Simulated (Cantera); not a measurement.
Charge: 1 mol PH₃, 0.16 mol O₂, 1.7 mol H₂, held at 1198 K.

These are equilibrium values from Cantera (NASA tables, ideal gas, pure condensed phases), not measurements of a reactor. Candidate condensed phases: H₂O, P, P₄O₁₀; 17 gas species. The ideal-gas law is rough above about 30 bar. Gases not in the tables: HPO₂, HPO₃ and P₄O₆. Kinetics and transport are ignored.

At 47.0 bar, list the 5 most abundant gas species with their mole fractions, and the condensed phases.

H₂ 0.828, H₂O 0.0930, P₄ 0.0692, PH₃ 0.00649, P₂ 0.00381. Condensed: gas only.
